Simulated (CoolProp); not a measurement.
A single-stage vapour-compression cycle with dimethyl ether: evaporating at 312.15 K (dew point), condensing at 373.15 K (bubble point), superheat 2 K, subcooling 5 K, compressor efficiency 0.9, no pressure losses. Each further row changes one setting.

Computed with CoolProp (reference Helmholtz-energy equation of state, Wu 2011).

```
case                              cooling COP  pressure ratio  discharge temperature (K)  refrigerating effect (kJ/kg)  volumetric capacity (kJ/m³)
--------------------------------  -----------  --------------  -------------------------  ----------------------------  ---------------------------
as stated                                3.15            3.79                      388.1                           226                         4060
evaporating temperature 317.15 K         3.57            3.34                      387.0                           231                         4710
condensing temperature 368.15 K          3.61            3.45                      382.2                           242                         4340
subcooling 10 K                          3.37            3.79                      388.1                           243                         4350
superheat 12 K                           3.20            3.79                      397.1                           245                         4170
compressor efficiency 0.8                2.80            3.79                      391.6                           226                         4060
```
